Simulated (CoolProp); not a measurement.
Decamethyltetrasiloxane (MD2M) along the isotherm 326.85 °C: Z from the reference equation and from simpler models built on Tc = 326.2 °C, pc = 1.144 MPa, ω = 0.635; each cubic takes its own stable root.

Values from CoolProp's reference Helmholtz-energy equation of state, Thol 2017.

```tsv
p (MPa)	phase	reference
0.0362	gas	0.9898
0.0743	gas	0.9789
0.153	gas	0.9560
0.313	gas	0.9068
0.643	gas	0.7876
1.32	supercritical	0.1990
2.71	supercritical	0.3409
5.57	supercritical	0.6346
11.4	supercritical	1.189
```

How far does each simpler model (Redlich-Kwong, Soave-Redlich-Kwong, Peng-Robinson) lie from the reference over these 9 states: mean and median of the absolute difference, and the worst?


- Redlich-Kwong: mean 6.8 %, median 1.4 %, worst +29.1 % at 326.85 °C and 1.32 MPa
- Soave-Redlich-Kwong: mean 6.9 %, median 1.4 %, worst +29.6 % at 326.85 °C and 1.32 MPa
- Peng-Robinson: mean 4.1 %, median 2.0 %, worst +17.5 % at 326.85 °C and 1.32 MPa
